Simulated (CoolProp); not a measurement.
The fluid at 289.52 K and 2.66 MPa is throttled through a valve to 0.821 MPa with no heat exchange. The same conditions are run with several fluids, on thermodynamics alone (safety and materials aside).

Model: reference Helmholtz-energy equation of state of each fluid (carbon dioxide: Span 1996; oxygen: Schmidt 1985; methane: Setzmann 1991; CF4 (R14): Platzer 1990; fluorine: de Reuck 1990), in CoolProp. The equations of Platzer and Polt are older, rougher fits.

Q: Rank carbon dioxide, oxygen, methane, CF4 (R14), fluorine by temperature change (K), highest first.

A: fluorine (-3.7), oxygen (-5.1), methane (-8.6), CF4 (R14) (-11.4), carbon dioxide (-24.5)

```csv
fluid,final density (kg/m³)
carbon dioxide,17.5
oxygen,11.2
methane,5.74
CF4 (R14),32.5
fluorine,13.2
```
